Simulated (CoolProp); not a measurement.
Acetone along the isotherm 513.3 K: Z from the reference equation and from simpler models built on Tc = 508.1 K, pc = 4.692 MPa, ω = 0.307; each cubic takes its own stable root.

Values from CoolProp's reference Helmholtz-energy equation of state, Lemmon 2006. It is a short technical equation, of lower accuracy than the large ones.

```
p (MPa)          phase  reference  van der Waals  Redlich-Kwong  Soave-Redlich-Kwong  Peng-Robinson
-------  -------------  ---------  -------------  -------------  -------------------  -------------
0.0742             gas     0.9940         0.9954         0.9947               0.9948         0.9942
0.116              gas     0.9905         0.9928         0.9918               0.9918         0.9909
0.18               gas     0.9853         0.9888         0.9872               0.9873         0.9858
0.28               gas     0.9770         0.9825         0.9800               0.9801         0.9779
0.436              gas          …         0.9725         0.9686               0.9688         0.9653
0.679              gas     0.9434         0.9565         0.9506               0.9509         0.9455
1.06               gas     0.9102         0.9306         0.9214               0.9219         0.9136
1.65               gas     0.8561         0.8878         0.8736               0.8745              …
2.56               gas     0.7646         0.8132         0.7917               0.7933         0.7742
3.99               gas     0.5824         0.6545         0.6238                    …         0.6012
6.22     supercritical     0.1986         0.3288         0.2802               0.2845         0.2584
9.68     supercritical          …         0.4409         0.3616               0.3639         0.3280
15.1     supercritical     0.3867         0.6254         0.5009               0.5028         0.4521
23.5     supercritical     0.5609         0.9016         0.7079               0.7096         0.6378
```

Problem. What belongs in the gaps?

Solution. 
- 0.436, reference: 0.9640
- 1.65, Peng-Robinson: 0.8617
- 3.99, Soave-Redlich-Kwong: 0.6283
- 9.68, reference: 0.2697
